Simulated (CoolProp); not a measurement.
Vapour-liquid equilibrium of propylene (1) + R115 (2) at 320.8 K; x and y are mole fractions of (1).

The numbers come from the multi-fluid Helmholtz-energy mixture model, Lemmon 2013 and Lemmon 2016; pair parameters Bell 2016 in CoolProp.

| x | bubble pressure (bar) | y at the bubble point | dew pressure at overall composition x (bar) | liquid density (mol/L) |
|---|---|---|---|---|
| 0.05 | 16.41 | 0.075 | 16.17 | 7.576 |
| 0.125 | 17.43 | 0.176 | 16.91 | 7.695 |
| 0.2 | 18.35 | 0.265 | 17.68 | 7.824 |
| 0.275 | 19.15 | 0.344 | 18.45 | 7.968 |
| 0.35 | 19.83 | 0.415 | 19.21 | 8.130 |
| 0.425 | 20.39 | 0.481 | 19.92 | 8.316 |
| 0.5 | 20.81 | 0.542 | 20.53 | 8.531 |
| 0.575 | 21.10 | 0.601 | 20.99 | 8.780 |
| 0.65 | 21.25 | 0.659 | 21.24 | 9.068 |
| 0.725 | 21.26 | 0.718 | 21.25 | 9.398 |
| 0.8 | 21.10 | 0.781 | 21.01 | 9.773 |
| 0.875 | 20.73 | 0.851 | 20.57 | 10.19 |
| 0.95 | 20.12 | 0.934 | 19.98 | 10.66 |

y crosses x between x = 0.65 and 0.725: the model has an azeotrope there.

Pair parameters are fitted to limited data, so mixtures are less certain than the pure fluids.
